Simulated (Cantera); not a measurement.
**Thermodynamics of hydrogen reduction and annealing atmospheres, feed Fe2O3 + H2 + H2O**

Charge: 1 mol Fe2O3, a varied amount of H2, 5.3 mol H2O, equilibrated at 1827 °C and 15.0 Pa.

Method: chemical equilibrium by Gibbs-energy minimisation in Cantera with the NASA 1993 tables (ideal gas, pure condensed phases). Candidate condensed phases: Fe, FeO, Fe(OH)2, Fe(OH)3, Fe2O3, Fe3O4, H2O; 12 gas species. Rates play no part.

| n(H2) (mol) | log p H2 | log p H2O | log p H | log p Fe | log p OH | log p O | log p FeO |
|---|---|---|---|---|---|---|---|
| 13 | -4.24 | -4.29 | -4.63 | -4.88 | -5.60 | -6.14 | -6.54 |
| 20 | -4.14 | -4.41 | -4.58 | -5.01 | -5.77 | -6.36 | -6.88 |
| 26 | -4.09 | -4.50 | -4.55 | -5.10 | -5.88 | -6.49 | -7.10 |
| 33 | -4.06 | -4.58 | -4.54 | -5.18 | -5.98 | -6.60 | -7.30 |
| 40 | -4.04 | -4.65 | -4.53 | -5.25 | -6.06 | -6.69 | -7.46 |
| 47 | -4.03 | -4.71 | -4.52 | -5.31 | -6.13 | -6.77 | -7.59 |
| 53 | -4.02 | -4.75 | -4.51 | -5.35 | -6.18 | -6.82 | -7.69 |
| 60 | -4.01 | -4.80 | -4.51 | -5.40 | -6.23 | -6.88 | -7.80 |
log p: log10 of the partial pressure in bar; nothing condenses.

From 13 mol H2 to 60 mol H2 nothing is condensed. The main Fe-bearing gas is Fe throughout.
